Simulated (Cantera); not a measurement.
Input: 1 mol CH3F, 0.096 mol CH4, at 552 °C and 8.80 Pa.

Equilibrium computed with Cantera from the NASA thermochemical tables; the gas is ideal and each condensed phase is pure. Candidate condensed phases: C, C6H6, C7H8, C8H18; 95 gas species. The numbers say what is thermodynamically allowed, not how fast it happens.

Base state: H2 0.544, HF 0.456, CH4 2.35e-5 (mole fractions); condensed: C(graphite).

Task: What changes in the equilibrium state with this change: CH3F replaced by C2F6?

Result: 
```json
[
 {"species": "CF4", "before": "<1e-9", "after": "0.785"},
 {"species": "HF", "before": "0.456", "after": "0.215"},
 {"species": "H2", "before": "0.544", "after": "<1e-9"},
 {"species": "CH4", "before": "2.35e-5", "after": "<1e-9"},
 {"species": "C(graphite), mol", "before": "1.10", "after": "0.692"}
]
```
The feed counts by its element totals alone. Condensed phases not in the tables: fluorocarbon polymer. Gases not in the tables: C2F6 and larger saturated fluorocarbons.
